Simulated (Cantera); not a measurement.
A closed system holds: 1 mol Cu2O, 260 mol H2, 0.19 mol H2O, equilibrated at 1227 °C and 1.00 Torr.

Equilibrium computed with Cantera from the NASA thermochemical tables; the gas is ideal and each condensed phase is pure. Kinetics and transport are ignored.

| species | before | after |
|---|---|---|
| H2 | 0.989 | 0.995 |
| H2O | 0.00454 | 0.00457 |
| Cu | 0.00617 | 2.05e-6 |
| H | 0.000479 | 1.96e-6 |
| Cu(l), mol | 0.383 | 0 |
| Cu(s), mol | 0 | 2.00 |
Gas species are given as mole fractions.

Q: What was changed between the two runs?
A) temperature from 1227 °C to 1652 °C
B) H2 from 260 to 0.58 mol
C) temperature from 1227 °C to 875 °C
D) temperature from 1227 °C to 1475 °C

A: C, temperature from 1227 °C to 875 °C
